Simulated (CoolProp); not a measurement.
Hydrogen chloride along the isotherm 94.45 °C: density (kg/m³) from the reference equation and from simpler models built on Tc = 51.5 °C, pc = 8314 kPa, ω = 0.130; each cubic takes its own stable root.

The numbers come from the reference Helmholtz-energy equation of state, Thol 2018 in CoolProp.

```json
[
 {"p (kPa)": "10400", "phase": "supercritical", "reference": "193.7", "ideal gas": "124.1", "Redlich-Kwong": "192.4", "Soave-Redlich-Kwong": "185.9"},
 {"p (kPa)": "20800", "phase": "supercritical", "reference": "595.3", "ideal gas": "248.1", "Redlich-Kwong": "505.9", "Soave-Redlich-Kwong": "484.3"},
 {"p (kPa)": "31200", "phase": "supercritical", "reference": "728.8", "ideal gas": "372.2", "Redlich-Kwong": "623.6", "Soave-Redlich-Kwong": "608.6"},
 {"p (kPa)": "41600", "phase": "supercritical", "reference": "797.2", "ideal gas": "496.3", "Redlich-Kwong": "691.1", "Soave-Redlich-Kwong": "679.2"},
 {"p (kPa)": "52000", "phase": "supercritical", "reference": "844.4", "ideal gas": "620.3", "Redlich-Kwong": "739.0", "Soave-Redlich-Kwong": "729.0"},
 {"p (kPa)": "62400", "phase": "supercritical", "reference": "880.8", "ideal gas": "744.4", "Redlich-Kwong": "776.2", "Soave-Redlich-Kwong": "767.5"},
 {"p (kPa)": "72700", "phase": "supercritical", "reference": "910.4", "ideal gas": "867.3", "Redlich-Kwong": "806.3", "Soave-Redlich-Kwong": "798.6"},
 {"p (kPa)": "83100", "phase": "supercritical", "reference": "936.0", "ideal gas": "991.3", "Redlich-Kwong": "831.9", "Soave-Redlich-Kwong": "825.1"}
]
```
